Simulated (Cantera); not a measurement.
An adiabatic, constant-volume homogeneous reactor starts with CH4 : O2 : N2 = 1 : 1.05 : 3.96 (molar parts), equivalence ratio 1.9, at 1075 K and 2780 Torr. Integrator tolerance rtol = 1e-08.

Detailed kinetics in Cantera: GRI-Mech 3.0 (53 species, 325 reactions).

Question: What does this change do: initial temperature 1075 to 1223 K?

Answer: 
| quantity | before | after |
|---|---|---|
| time of steepest temperature rise | 0.108 s | 13.4 ms |
| temperature at 8.00 s | 2553 K | 2664 K |
| equilibrium temperature | 2553 K | 2664 K |
| x(CH4) at 8.00 s | 7.59e-10 (gas-phase equilibrium 8.53e-10) | 4.14e-10 (gas-phase equilibrium 4.65e-10) |
| x(O2) at 8.00 s | 5.20e-6 (gas-phase equilibrium 5.20e-6) | 1.53e-5 (gas-phase equilibrium 1.53e-5) |
| x(H2) at 8.00 s | 0.146 (gas-phase equilibrium 0.146) | 0.145 (gas-phase equilibrium 0.145) |
| x(C2H) at 8.00 s | <1e-12 (gas-phase equilibrium <1e-12) | <1e-12 (gas-phase equilibrium <1e-12) |
| x(H) at 8.00 s | 0.00381 (gas-phase equilibrium 0.00381) | 0.00619 (gas-phase equilibrium 0.00619) |
| x(HCN) at 8.00 s | 8.07e-7 (gas-phase equilibrium 8.07e-7) | 7.30e-7 (gas-phase equilibrium 7.30e-7) |
| x(H2O2) at 8.00 s | 7.93e-9 (gas-phase equilibrium 7.93e-9) | 1.62e-8 (gas-phase equilibrium 1.62e-8) |
